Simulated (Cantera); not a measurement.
Feed: 1 mol Si₃N₄, 0.72 mol N₂O, 4.6 mol H₂, equilibrated at 69.0 Pa.

Cantera equilibrium calculation (NASA polynomials, part measured and part estimated; ideal gas, pure solids and liquids). Candidate condensed phases: H₂O, Si, SiO₂, Si₂N₂O, Si₃N₄; 35 gas species. The tables' values for SiN are old estimates; treat these amounts as uncertain. Gases not in the tables: Si₂H₆ and higher silanes. Kinetics and transport are ignored.

x: gas mole fraction; n: condensed amount in mol.

```
T (°C)   x H₂   x N₂      x Si   x SiO      x H  n Si(s)  n Si(l)
------  -----  -----  --------  ------  -------  -------  -------
1400    0.569  0.338  0.000605  0.0893  0.00327     2.27        0
1450    0.567  0.337   0.00143  0.0892  0.00523        0     2.27
1500    0.564  0.336   0.00309  0.0889  0.00813        0     2.25
1550    0.559  0.334   0.00641  0.0884   0.0123        0     2.22
1600    0.550  0.331    0.0128  0.0876   0.0182        0     2.17
1650    0.537  0.325       [?]  0.0861      [?]        0     2.06
1700    0.516  0.316       [?]  0.0837      [?]        0      [?]
1750    0.484  0.301    0.0825  0.0797   0.0503        0     1.50
1800    0.435  0.277     0.144  0.0734   0.0660        0    0.787
```

Problem. Fill in the missing entries.

Solution. 
- 1700, x Si: 0.0457
- 1700, x H: 0.0369
- 1700, n Si(l): 1.86
- 1650, x Si: 0.0246
- 1650, x H: 0.0263
